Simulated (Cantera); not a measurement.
A closed system holds: 1 mol Hg, 3.7 mol H₂, held at 1325 K and 1.33 mbar.

Method: chemical equilibrium by Gibbs-energy minimisation in Cantera with the NASA 1993 tables (ideal gas, pure condensed phases). Candidate condensed phases: Hg; 3 gas species. Kinetics and transport are ignored.

Base state: H₂ 0.787, Hg 0.213, H 3.97e-5 (mole fractions); condensed: gas only.

Task: What changes in the equilibrium state with this change: temperature from 1325 K to 1598.15 K?

Result: 
```tsv
species	before	after
H₂	0.787	0.786
Hg	0.213	0.213
H	3.97e-5	0.00129
```
